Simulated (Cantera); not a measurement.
Premixed flame

A freely propagating, adiabatic, planar premixed flame of 4.28 % CH4, 1.20 % C2H6, 0.291 % C3H8, 21.9 % O2, 72.4 % N2, equivalence ratio 0.65, unburnt at 548 K and 0.0987 atm; unity-Lewis-number transport, grid criteria slope 0.08 and curve 0.16, no radiation.

Cantera simulation using GRI-Mech 3.0 (53 species, 325 reactions); the numbers are that mechanism's predictions, not measurements. Unity Lewis numbers drop preferential diffusion, which matters most where H2 and H carry the flame. Burning velocities carry a grid error of a few per cent, more on coarse grids.

| z (mm) | T (K) | u (m/s) | x CH4 | x C2H6 | x C3H8 | x HCO | x H2 | x C2H2 |
|---|---|---|---|---|---|---|---|---|
| -9.48 | 548 | 0.965 | 0.0428 | 0.0120 | 0.00291 | <1e-8 | 3.90e-6 | 1.65e-8 |
| -6.32 | 551 | 0.970 | 0.0427 | 0.0120 | 0.00290 | <1e-8 | 3.87e-5 | 1.64e-7 |
| -4.74 | 558 | 0.983 | 0.0425 | 0.0119 | 0.00288 | <1e-8 | 0.000147 | 6.22e-7 |
| -3.16 | 600 | 1.06 | 0.0409 | 0.0113 | 0.00274 | <1e-8 | 0.000779 | 3.30e-6 |
| -1.58 | 854 | 1.52 | 0.0312 | 0.00793 | 0.00186 | 1.13e-7 | 0.00476 | 2.03e-5 |
| -0.790 | 1162 | 2.10 | 0.0188 | 0.00368 | 0.000809 | 4.95e-6 | 0.00973 | 4.31e-5 |
| 0 | 1501 | 2.74 | 0.00485 | 0.000299 | 5.36e-5 | 4.82e-5 | 0.0123 | 5.51e-5 |
| 0.790 | 1622 | 2.98 | 0.000362 | 1.57e-6 | 1.80e-7 | 1.05e-5 | 0.00784 | 6.31e-6 |
| 1.58 | 1650 | 3.03 | 1.48e-5 | <1e-8 | <1e-8 | 5.06e-7 | 0.00662 | 1.41e-7 |
| 3.16 | 1683 | 3.08 | 3.41e-8 | <1e-8 | <1e-8 | <1e-8 | 0.00706 | <1e-8 |
| 6.32 | 1730 | 3.16 | <1e-8 | <1e-8 | <1e-8 | <1e-8 | 0.00692 | <1e-8 |
| 12.6 | 1793 | 3.26 | <1e-8 | <1e-8 | <1e-8 | <1e-8 | 0.00588 | <1e-8 |
| 25.3 | 1866 | 3.37 | <1e-8 | <1e-8 | <1e-8 | <1e-8 | 0.00442 | <1e-8 |
x: mole fraction of selected species; z is measured from the peak of heat release.

The laminar burning velocity comes out as 96.5 cm/s and the thermal thickness comes out as 3.16 mm. The peak x(HCO) comes out as 4.85e-5, the peak x(H2) is 0.0125 and the peak x(C2H2) is 6.03e-5. The grid points is 144.
